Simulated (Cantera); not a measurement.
Input (Python, Cantera):

```python
import numpy as np
import cantera as ct

gas = ct.Solution("gri30.yaml")
gas.TPX = 1175, 86000, {'H2': 1, 'O2': 0.217, 'N2': 0.817}
reactor = ct.IdealGasConstPressureReactor(gas, energy="on", clone=False)
net = ct.ReactorNet([reactor])
net.rtol, net.atol = 1e-08, 1e-16
show = ['H2', 'O2', 'NO2', 'N2O', 'HO2']
times = np.geomspace(1e-06, 0.2, 16)

steps = ct.SolutionArray(gas, extra=["t"])
rows = []
print(f"{'t/s':>10s}{'T/K':>9s}{'P/Pa':>11s}" + "".join(f"{s:>11s}" for s in show))
for t in times:
    while net.time < t:
        t_next = net.step()
        steps.append(gas.state, t=t_next)
    rows.append([np.interp(t, steps.t, y) for y in (steps.T, steps.P, *steps(*show).X.T)])
    print(f"{t:10.3e}{rows[-1][0]:9.1f}{rows[-1][1]:11.4g}" + "".join(f"{x:11.3e}" for x in rows[-1][2:]))
rate = np.gradient(steps.T, steps.t)
print("integrator steps:", len(steps.t))
if steps.T.max() > steps.T[0] + 200:
    print(f"time of steepest temperature rise: {steps.t[rate.argmax()]:.4e} s")
gas.TPX = 1175, 86000, {'H2': 1, 'O2': 0.217, 'N2': 0.817}
gas.equilibrate("HP")
print(f"equilibrium (HP): T = {gas.T:.1f} K  " + "  ".join(f"{s} {gas[s].X[0]:.3e}" for s in show))
```

Result:

```
       t/s      T/K       P/Pa         H2         O2        NO2        N2O        HO2
 1.000e-06   1175.0    8.6e+04  4.916e-01  1.067e-01  1.204e-30  9.908e-18  1.956e-09
 2.256e-06   1175.0    8.6e+04  4.916e-01  1.067e-01  5.896e-29  5.798e-17  4.538e-09
 5.091e-06   1175.0    8.6e+04  4.916e-01  1.067e-01  3.228e-27  3.861e-16  1.112e-08
 1.149e-05   1175.0    8.6e+04  4.916e-01  1.067e-01  3.762e-25  3.570e-15  3.501e-08
 2.592e-05   1175.0    8.6e+04  4.916e-01  1.067e-01  2.518e-21  1.095e-13  4.729e-07
 5.848e-05   1186.8    8.6e+04  4.852e-01  1.041e-01  1.313e-13  1.570e-10  4.929e-05
 1.320e-04   2162.3    8.6e+04  2.657e-01  5.931e-04  7.188e-11  3.499e-09  3.624e-07
 2.977e-04   2427.2    8.6e+04  2.879e-01  1.826e-04  2.048e-10  5.167e-09  1.483e-07
 6.718e-04   2540.6    8.6e+04  2.974e-01  6.886e-05  4.459e-10  7.932e-09  6.557e-08
 1.516e-03   2567.9    8.6e+04  2.997e-01  4.870e-05  7.856e-10  8.956e-09  4.709e-08
 3.420e-03   2568.8    8.6e+04  2.998e-01  4.776e-05  1.404e-09  9.288e-09  4.620e-08
 7.717e-03   2568.3    8.6e+04  2.999e-01  4.750e-05  2.412e-09  1.011e-08  4.595e-08
 1.741e-02   2567.9    8.6e+04  3.000e-01  4.729e-05  3.221e-09  1.109e-08  4.575e-08
 3.928e-02   2567.9    8.6e+04  3.000e-01  4.726e-05  3.360e-09  1.129e-08  4.572e-08
 8.864e-02   2567.9    8.6e+04  3.000e-01  4.725e-05  3.362e-09  1.129e-08  4.572e-08
 2.000e-01   2567.9    8.6e+04  3.000e-01  4.725e-05  3.362e-09  1.129e-08  4.572e-08
integrator steps: 1388
time of steepest temperature rise: 7.1739e-05 s
equilibrium (HP): T = 2567.9 K  H2 3.000e-01  O2 4.725e-05  NO2 3.362e-09  N2O 1.129e-08  HO2 4.572e-08
```

Detailed kinetics in Cantera: GRI-Mech 3.0 (53 species, 325 reactions).
